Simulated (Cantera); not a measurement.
**HgO + H₂ + N₂ (iron carbonyl, mercury and lead vapours)**

A closed system holds: 1 mol HgO, 0.92 mol H₂, 60 mol N₂, held at 975 K and 0.495 Torr.

These are equilibrium values from Cantera (NASA tables, ideal gas, pure condensed phases), not measurements of a reactor. Candidate condensed phases: H₂O, Hg, HgO; 25 gas species. The numbers say what is thermodynamically allowed, not how fast it happens.

| Quantity | Result |
|---|---|
| x(N₂) | 0.968 |
| x(Hg) | 0.0161 |
| x(H₂O) | 0.0148 |
| x(O₂) | 0.000645 |
| x(NO) | 1.45e-6 |
| gas amount | 61.96 mol |
| log10 activity of Hg(l) (absent) | -6.68 |
